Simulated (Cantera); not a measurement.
**Equilibrium for nitride etching: Si3N4 + HF + H2**

Charge: 1 mol Si3N4, a varied amount of HF, 96 mol H2, held at 900 K and 1000 Pa.

Equilibrium computed with Cantera from the NASA thermochemical tables; the gas is ideal and each condensed phase is pure. Candidate condensed phases: Si, Si3N4; 37 gas species. Equilibrium is a limit: real reactors are often held back by kinetics, nucleation or transport.

From 5.1 mol HF to 11 mol HF the condensed part is Si3N4(s). From 15 mol HF to 42 mol HF nothing is condensed. The main Si-bearing gas is SiF4 throughout.

```
n(HF) (mol)   x H2      x HF  x SiF4     x N2  x SiHF3  n Si3N4(s)
-----------  -----  --------  ------  -------  -------  ----------
5.1          0.979  0.000120  0.0126  0.00843  3.59e-5       0.576
6.7          0.973  0.000133  0.0163   0.0109  4.17e-5       0.442
8.7          0.965  0.000146  0.0208   0.0139  4.79e-5       0.276
11           0.957  0.000159  0.0258   0.0173  5.40e-5      0.0843
15           0.927    0.0273  0.0273   0.0182  3.23e-7           0
19           0.895    0.0614  0.0263   0.0175  1.34e-7           0
25           0.850     0.108  0.0250   0.0167  6.83e-8           0
33           0.797     0.164  0.0234   0.0156  3.96e-8           0
42           0.745     0.219  0.0219   0.0146  2.59e-8           0
```
x: gas mole fraction; n: condensed amount in mol.
